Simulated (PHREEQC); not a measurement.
Solution (20 °C): 0.0021 mol NH4Cl, 0.00039 mol NaF and 0.0025 mol NaCl per kg of water. Closed to the air; pH follows from the charge balance.

Computed with PHREEQC (ion-association model, wateq4f.dat).

```tsv
quantity	before	after
pH	6.15	6.08
NaF (mol/kgw)	5.56e-7	5.55e-7
HF (mol/kgw)	3.49e-7	4.50e-7
HF2- (mol/kgw)	5.01e-10	6.72e-10
SI of Halite (NaCl)	-6.51	-6.52
```

Question: Which change was made?
(A) NH4Cl left out
(B) NaCl from 0.0025 to 0.025 mol/kgw
(C) temperature from 20 to 25 °C
(D) temperature from 20 to 30 °C
(E) NaF from 0.00039 to 0.00078 mol/kgw

Answer: C, temperature from 20 to 25 °C

Precipitation was switched off in this run.
